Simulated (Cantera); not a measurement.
**Hydrocarbon pyrolysis for carbon deposition**

An isothermal, constant-pressure homogeneous reactor starts with CH₄ : H₂ : N₂ = 1 : 1.3 : 0.051 (molar parts), at 1900 K and 750 Torr.

Cantera simulation using GRI-Mech 3.0 (53 species, 325 reactions); the numbers are that mechanism's predictions, not measurements. GRI-Mech 3.0 stops at C3 and has no aromatics, soot or wall deposition, so with more carbon than oxygen in the feed, carbon stays in small species such as C2H2 where larger ones or solid carbon would form.

```csv
t (s),x CH₄,x H₂,x CH₂,x C₂H₄,x C₂H₂,x CH₃
0.000700,0.210,0.692,2.20e-6,0.00498,0.0695,0.00323
0.00135,0.143,0.738,1.66e-6,0.00287,0.0954,0.00226
0.00262,0.0886,0.775,1.16e-6,0.00186,0.116,0.00144
0.00508,0.0509,0.800,7.55e-7,0.00151,0.130,0.000851
0.00983,0.0281,0.816,4.60e-7,0.00143,0.138,0.000480
0.0190,0.0158,0.824,2.78e-7,0.00143,0.142,0.000274
0.0368,0.0102,0.828,1.87e-7,0.00144,0.144,0.000178
0.0712,0.00844,0.829,1.57e-7,0.00145,0.145,0.000148
0.138,0.00822,0.829,1.53e-7,0.00145,0.145,0.000144
0.267,0.00822,0.829,1.53e-7,0.00145,0.145,0.000144
0.517,0.00822,0.829,1.53e-7,0.00145,0.145,0.000144
1.00,0.00822,0.829,1.53e-7,0.00145,0.145,0.000144
```
x: mole fraction; the columns are a selection and need not sum to one.

Equilibrium at this temperature and pressure: CH₄ 0.00796, H₂ 0.829, CH₂ 1.48e-7, C₂H₄ 0.00136, C₂H₂ 0.136, CH₃ 0.000139 (gas phase only).
